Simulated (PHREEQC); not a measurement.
Make-up at 20 °C and 500 atm: 0.005 mol K2CO3, 0.0091 mol K2SO4 and 0.086 mol KH2PO4 per kg of water. Closed to the air; pH follows from the charge balance.

Equilibrium calculation in PHREEQC: ion-association model, phreeqc.dat.

Each row changes one thing in this solution. No solid was allowed to form.

```csv
case,pH,ionic strength (mol/kgw),H2PO4- (mol/kgw),HPO4-2 (mol/kgw),CO2 (mol/kgw),HCO3- (mol/kgw)
as made,5.68,0.128,0.0775,0.00803,0.00343,0.00157
0.0014 mol/kgw NaHCO3 added,5.73,0.130,0.0767,0.00880,0.00425,0.00215
0.0016 mol/kgw H2SO4 added,5.50,0.126,0.0803,0.00540,0.00385,0.00115
KH2PO4 from 0.086 to 0.129 mol/kgw,5.48,0.171,0.120,0.00835,0.00386,0.00114
K2SO4 replaced by NH4HSO4 at the same molality,4.67,0.112,0.0850,0.000830,0.00479,0.000211
K2CO3 replaced by Na2CO3 at the same molality,5.68,0.128,0.0775,0.00803,0.00343,0.00157
K2SO4 left out,5.71,0.104,0.0776,0.00803,0.00340,0.00160
```

Under pressure, the constants of complexes without a molar volume in the database are unreliable.
